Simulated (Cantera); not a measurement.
Mixture: H2 : O2 : N2 = 1 : 0.862 : 3.24 (molar parts), equivalence ratio 0.58, at 210000 Pa, adiabatic and at constant pressure. Ignition delay is the time to a rise of 400 K.

Model: GRI-Mech 3.0 (53 species, 325 reactions), integrated in Cantera. The hydrogen kinetics of GRI-Mech 3.0 are dated; newer H2 mechanisms differ, most at raised pressure. Below about 950 K walls govern HO2 and H2O2 in real vessels.

Q: What does this change do: 0.054 parts CO2 added?

A: 
```tsv
quantity	before	after
delay at 875 K	0.768 s	0.776 s
delay at 925 K	0.143 s	0.145 s
delay at 975 K	22.8 ms	23.5 ms
delay at 1025 K	1.07 ms	1.20 ms
delay at 1075 K	89.9 µs	92.6 µs
delay at 1125 K	45.7 µs	46.6 µs
```

Q: What does this change do: N2 3.24 to 5.7 parts?

A: 
```csv
quantity,before,after
delay at 875 K,0.768 s,1.02 s
delay at 925 K,0.143 s,0.187 s
delay at 975 K,22.8 ms,29.2 ms
delay at 1025 K,1.07 ms,1.30 ms
delay at 1075 K,89.9 µs,0.134 ms
delay at 1125 K,45.7 µs,69.9 µs
```

Q: What does this change do: pressure from 210000 Pa to 1100000 Pa?

A: 
```
quantity          before     after
---------------  -------  --------
delay at 875 K   0.768 s   0.291 s
delay at 925 K   0.143 s   71.9 ms
delay at 975 K   22.8 ms   20.1 ms
delay at 1025 K  1.07 ms   6.12 ms
delay at 1075 K  89.9 µs   1.95 ms
delay at 1125 K  45.7 µs  0.624 ms
```
